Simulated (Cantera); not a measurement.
A closed system holds: 1 mol trisilylamine, 1.5 mol NH₃, 56 mol H₂, held at 37.0 mbar.

These are equilibrium values from Cantera (NASA tables, ideal gas, pure condensed phases), not measurements of a reactor. Candidate condensed phases: Si, Si₃N₄; 18 gas species. The feed counts by its element totals alone. Mutual solubility and eutectic melting of coexisting phases are not modelled. Gases not in the tables: Si₂H₆ and higher silanes. The numbers say what is thermodynamically allowed, not how fast it happens.

Task: Which condensed phases are stable at each of these points (T (K)): 1023, 1123, 1223, 1323, 1423, 1523, 1623, 1723, 1823, 1923, 2023?

Result: 
| T (K) | condensed phases | Si condensed (%) |
|---|---|---|
| 1023 | Si(s) + Si₃N₄(s) | 100.0 |
| 1123 | Si(s) + Si₃N₄(s) | 100.0 |
| 1223 | Si(s) + Si₃N₄(s) | 100.0 |
| 1323 | Si(s) + Si₃N₄(s) | 100.0 |
| 1423 | Si(s) + Si₃N₄(s) | 100.0 |
| 1523 | Si(s) + Si₃N₄(s) | 100.0 |
| 1623 | Si(s) + Si₃N₄(s) | 100.0 |
| 1723 | Si(l) | 99.9 |
| 1823 | Si(l) | 99.6 |
| 1923 | Si(l) | 98.7 |
| 2023 | Si(l) | 95.9 |

From 1023 K to 1623 K the condensed part is Si(s) + Si₃N₄(s). From 1723 K to 2023 K the condensed part is Si(l).
